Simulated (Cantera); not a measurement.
Charge: 1 mol Fe2O3, 0.63 mol CH4, 2.8 mol H2, 3.5 mol CO, held at 0.000570 bar.

These are equilibrium values from Cantera (NASA tables, ideal gas, pure condensed phases), not measurements of a reactor. Candidate condensed phases: C, C6H6, C7H8, C8H18, Fe, Fe(CO)5, FeO, Fe(OH)2, Fe(OH)3, Fe2O3, Fe3O4, H2O; 114 gas species. Mutual solubility and eutectic melting of coexisting phases are not modelled. The tables' stoichiometric FeO is somewhat more stable than real wüstite, so its field is too wide. FeO: taken at fixed stoichiometry. Equilibrium is a limit: real reactors are often held back by kinetics, nucleation or transport.

Q: At 1700 K, list the 4 most abundant gas species with their mole fractions, and the condensed phases.

A: CO 0.438, H2 0.332, H2O 0.156, CO2 0.0601. Condensed: Fe(δ) + FeO(l).
